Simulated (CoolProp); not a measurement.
The fluid at 266.61 K and 8.69 MPa flows at 0.11 m/s in a round tube of 100 mm bore and 0.25 µm roughness, fully developed (64/Re and Nu = 3.66 if laminar; Colebrook and Gnielinski if turbulent). The same conditions are run with several fluids, on thermodynamics alone (safety and materials aside).

Model: reference Helmholtz-energy equation of state of each fluid (nitrogen: Span 2000; dry air: Lemmon 2000; normal hydrogen: Leachman 2009; oxygen: Schmidt 1985; CF4 (R14): Platzer 1990), in CoolProp. The equations of Platzer and Polt are older, rougher fits. Blends and air are pseudo-pure fits.

Q: Rank nitrogen, dry air, normal hydrogen, oxygen, CF4 (R14) by Reynolds number, highest first.

A: CF4 (R14) (194000), oxygen (70800), dry air (68200), nitrogen (67100), normal hydrogen (9840)

```json
[
 {"fluid": "nitrogen", "Darcy friction factor": "0.0196", "pressure drop (Pa/m)": "0.133", "heat-transfer coefficient (W/(m² K))": "40.4", "mass flow (kg/h)": "350"},
 {"fluid": "dry air", "Darcy friction factor": "0.0195", "pressure drop (Pa/m)": "0.139", "heat-transfer coefficient (W/(m² K))": "41.0", "mass flow (kg/h)": "366"},
 {"fluid": "normal hydrogen", "Darcy friction factor": "0.0310", "pressure drop (Pa/m)": "0.0140", "heat-transfer coefficient (W/(m² K))": "50.6", "mass flow (kg/h)": "23.3"},
 {"fluid": "oxygen", "Darcy friction factor": "0.0194", "pressure drop (Pa/m)": "0.160", "heat-transfer coefficient (W/(m² K))": "43.6", "mass flow (kg/h)": "424"},
 {"fluid": "CF4 (R14)", "Darcy friction factor": "0.0157", "pressure drop (Pa/m)": "0.620", "heat-transfer coefficient (W/(m² K))": "164", "mass flow (kg/h)": "2030"}
]
```

Transport values come from each fluid's own correlations; those of CF4 (R14) are estimates that may be off by 10 % or more.
